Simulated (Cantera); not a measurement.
An isothermal, constant-pressure homogeneous reactor starts with 36.8 % NO, 63.2 % N2, at 1750 K and 0.681 atm.

Cantera simulation using GRI-Mech 3.0 (53 species, 325 reactions); the numbers are that mechanism's predictions, not measurements.

x: mole fraction; the columns are a selection and need not sum to one.

```tsv
t (s)	x NO	x O	x N2	x NO2	x O2	x N2O
2.00e-6	0.368	2.66e-8	0.632	6.36e-10	2.63e-12	2.73e-8
1.07e-5	0.368	1.29e-7	0.632	1.68e-8	6.98e-11	1.45e-7
5.70e-5	0.368	4.38e-7	0.632	3.44e-7	1.51e-9	7.71e-7
0.000304	0.368	?	0.632	?	?	?
0.00162	0.368	1.83e-6	0.632	2.32e-5	6.84e-7	1.82e-5
0.00866	0.368	5.41e-6	0.632	9.80e-5	4.48e-5	4.83e-5
0.0462	0.367	6.41e-6	0.633	0.000119	0.000560	5.41e-5
0.247	0.361	8.01e-6	0.636	0.000150	0.00334	5.23e-5
1.32	0.333	1.33e-5	0.649	0.000238	0.0172	4.41e-5
7.02	0.230	2.44e-5	0.701	0.000308	0.0689	2.06e-5
37.5	0.0690	3.51e-5	0.781	0.000135	0.149	1.96e-6
200	?	?	0.812	?	?	?
```

What belongs in the gaps?


- 0.000304, x O: 7.59e-7
- 0.000304, x NO2: 3.52e-6
- 0.000304, x O2: 2.32e-8
- 0.000304, x N2O: 3.99e-6
- 200, x NO: 0.00769
- 200, x O: 3.85e-5
- 200, x NO2: 1.65e-5
- 200, x O2: 0.180
- 200, x N2O: 1.79e-7
